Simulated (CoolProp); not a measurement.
Model: reference Helmholtz-energy equation of state, Lemmon 2006, in CoolProp. It is a short technical equation, of lower accuracy than the large ones.

Problem. Give the vapour pressure (MPa), vapour density (kg/m³), liquid viscosity (µPa s), vapour viscosity (µPa s) of saturated R142b at 315.8, 319.6 K.

Solution. 
```csv
T (K),p (MPa),vapour density (kg/m³),liquid viscosity (µPa s),vapour viscosity (µPa s)
315.8,0.562,24.8,191,10.8
319.6,0.622,27.4,183,11.0
```

Viscosity comes from a separate model (Huber 2003), an estimate that may be off by 10 % or more.
